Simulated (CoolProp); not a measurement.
Nitrous oxide along the isotherm 229.7 K: Z from the reference equation and from simpler models built on Tc = 309.5 K, pc = 7245 kPa, ω = 0.161; each cubic takes its own stable root.

The numbers come from the reference Helmholtz-energy equation of state, Lemmon 2006 in CoolProp. It is a short technical equation, of lower accuracy than the large ones.

```tsv
p (kPa)	phase	reference
2260	liquid	0.04774
4530	liquid	0.09518
6790	liquid	0.1419
9060	liquid	0.1885
11300	liquid	0.2340
13600	liquid	0.2803
15800	liquid	0.3243
18100	liquid	0.3699
20400	liquid	0.4153
22600	liquid	0.4584
24900	liquid	0.5031
27200	liquid	0.5476
29400	liquid	0.5899
31700	liquid	0.6339
34000	liquid	0.6776
36200	liquid	0.7192
```

Task: How far does each simpler model (Redlich-Kwong, Peng-Robinson) lie from the reference over these 16 states: mean and median of the absolute difference, and the worst?

Result: 
- Redlich-Kwong: mean 8.7 %, median 8.5 %, worst +11.0 % at 229.7 K and 2260 kPa
- Peng-Robinson: mean 5.1 %, median 5.2 %, worst -5.6 % at 229.7 K and 36200 kPa
